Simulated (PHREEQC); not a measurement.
A solution holds 0.14 mol/kgw HF, 0.14 mol/kgw CsF and 4.1e-07 mol/kgw H4SiO4, at 11 °C. Closed to the air; pH follows from the charge balance.

Computed with PHREEQC (ion-association model, wateq4f.dat).

```
Item                      Result
-----------------  -------------
pH                          3.14
ionic strength     0.141 mol/kgw
activity of water          0.994
total alkalinity     -140 meq/kg
```

```tsv
species	molality	activity	log γ
Cs+	0.140	0.107	-0.115
F-	0.114	0.0840	-0.131
HF	0.0694	0.0717	0.014
HF2-	0.0273	0.0202	-0.131
H2F2	0.0212	0.0219	0.014
H+	0.000893	0.000727	-0.089
SiF6-2	4.10e-7	1.41e-7	-0.464
```

Precipitation was switched off in this run. Species that the database lacks are ignored. wateq4f.dat counts part of the HF as a dimer, H2F2, which phreeqc.dat doesn't know; its constant is uncertain. At this temperature some constants are extrapolated from 25 °C, and those without enthalpy data are left unchanged. SiF6-2 is the database's only silicon fluoride.
